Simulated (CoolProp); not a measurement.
Vapour-liquid equilibrium of o-xylene (1) + n-undecane (2) at 218.25 °C; x and y are mole fractions of (1).

Model: multi-fluid Helmholtz-energy mixture model, Zhou 2012 and Aleksandrov 2011; pair parameters Bell 2016, in CoolProp.

**Question.** Give the bubble pressure and the first vapour's composition at x = 0.45, 0.65, 0.95. Is there an azeotrope?

**Answer.** x = 0.45: 3.140 bar, y = 0.681; x = 0.65: 3.842 bar, y = 0.830; x = 0.95: 4.942 bar, y = 0.980. No azeotrope shows between x = 0.05 and 0.95.

The pair parameters rest on a limited set of measurements; away from them the model extrapolates.
